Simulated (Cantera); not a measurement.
A closed system holds: 1 mol C2H2, 0.45 mol H2, equilibrated at 370000 Pa.

Cantera equilibrium calculation (NASA polynomials, part measured and part estimated; ideal gas, pure solids and liquids). Candidate condensed phases: C, C6H6, C7H8, C8H18; 76 gas species. Kinetics and transport are ignored. All values below are at 802 °C.

Base state: H2 0.873, CH4 0.127 (mole fractions); condensed: C(graphite).

Q: What changes in the equilibrium state with this change: pressure from 370000 Pa to 10000 Pa?

A: 
```
species           before    after
----------------  ------  -------
H2                 0.873    0.996
CH4                0.127  0.00447
C(graphite), mol    1.84     1.99
```
